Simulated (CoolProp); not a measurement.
Vapour-liquid equilibrium of R143a (1) + R134a (2) at 0.0184 MPa; x and y are mole fractions of (1).

Values from CoolProp's multi-fluid Helmholtz-energy mixture model, Lemmon and Jacobsen 2000 and Tillner-Roth 1994; pair parameters Lemmon 2004.

| x | bubble temperature (K) | y at the bubble point | dew temperature at overall composition x (K) | liquid density (mol/L) |
|---|---|---|---|---|
| 0.05 | 213.7 | ? | 214.9 | 14.43 |
| 0.125 | 211.4 | 0.322 | 214.0 | 14.49 |
| 0.2 | 209.4 | 0.460 | 213.1 | 14.54 |
| 0.275 | 207.5 | 0.570 | 212.1 | 14.58 |
| 0.35 | 205.7 | 0.658 | 211.0 | 14.62 |
| 0.425 | 204.2 | 0.729 | 209.9 | 14.66 |
| 0.5 | 202.7 | 0.788 | 208.7 | 14.69 |
| 0.575 | 201.4 | 0.837 | 207.4 | 14.72 |
| 0.65 | 200.2 | 0.877 | 205.9 | ? |
| 0.725 | 199.0 | 0.911 | 204.3 | ? |
| 0.8 | 198.0 | 0.940 | ? | 14.79 |
| 0.875 | 197.0 | 0.965 | 200.2 | 14.81 |
| 0.95 | 196.1 | 0.987 | 197.6 | 14.82 |

Question: Fill in the missing entries.

Answer: 
- 0.05, y at the bubble point: 0.145
- 0.65, liquid density (mol/L): 14.75
- 0.725, liquid density (mol/L): 14.77
- 0.8, dew temperature at overall composition x (K): 202.4

No azeotrope shows between x = 0.05 and 0.95.

The pair parameters rest on a limited set of measurements; away from them the model extrapolates.
